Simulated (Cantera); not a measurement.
# Transport properties of process gases

Gas mixture: 100 % NO, at 5.00 bar, frozen composition.

Cantera's kinetic-theory transport with the Lennard-Jones parameters of GRI-Mech 3.0, ideal gas; thermal conductivity in the multicomponent form. The composition is frozen, though it would react at the higher temperatures.

| T (K) | ρ (kg/m³) | cp (J/kg/K) | μ (µPa s) | λ (mW/m/K) | Pr | D (cm²/s) NO | D (cm²/s) H | D (cm²/s) H2O |
|---|---|---|---|---|---|---|---|---|
| 400 | 4.51 | 998.6 | 23.1 | 32.5 | 0.711 | 13.5 | 0.412 | 0.0792 |
| 650 | 2.78 | 1054 | 32.3 | 48.1 | 0.708 | 31.7 | 0.950 | 0.195 |
| 900 | 2.00 | 1114 | 40.1 | 63.1 | 0.707 | 55.3 | 1.64 | 0.347 |
| 1150 | 1.57 | 1153 | 47.0 | 76.7 | 0.707 | 83.6 | 2.48 | 0.531 |
| 1400 | 1.29 | 1181 | 53.4 | 89.3 | 0.707 | 116 | 3.44 | 0.743 |
| 1650 | 1.09 | 1202 | 59.4 | 101 | 0.706 | 153 | 4.52 | 0.981 |
D: mixture-averaged diffusion coefficient of that species in the mixture.
